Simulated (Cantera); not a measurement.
## Equilibrium for abatement and gas-phase synthesis: PH3 + H2O + O2

Feed: 1 mol PH3, 1.6 mol H2O, 0.077 mol O2, held at 660 Pa.

These are equilibrium values from Cantera (NASA tables, ideal gas, pure condensed phases), not measurements of a reactor. Candidate condensed phases: H2O, P, P4O10; 17 gas species. Gases not in the tables: HPO2, HPO3 and P4O6. The numbers say what is thermodynamically allowed, not how fast it happens.

```tsv
T (K)	x H2	x PO	x H	x H2O	x PO2	x P2
1900	0.601	0.146	0.00757	0.163	0.0625	0.0192
1950	0.602	0.156	0.0109	0.155	0.0602	0.0148
2000	0.601	0.164	0.0155	0.149	0.0579	0.0111
2050	0.599	0.170	0.0216	0.144	0.0558	0.00819
2100	0.594	0.175	0.0295	0.140	0.0538	0.00592
2150	0.586	0.178	0.0397	0.137	0.0520	0.00421
2200	0.576	0.181	0.0526	0.134	0.0504	0.00296
2250	0.564	0.181	0.0686	0.132	0.0489	0.00206
2300	0.548	0.181	0.0882	0.129	0.0474	0.00143
2350	0.529	0.180	0.112	0.125	0.0460	0.000995
2400	0.506	0.178	0.139	0.121	0.0445	0.000693
2450	0.481	0.176	0.171	0.117	0.0430	0.000485
```
x: gas mole fraction; nothing condenses.

From 1900 K to 2450 K nothing is condensed.
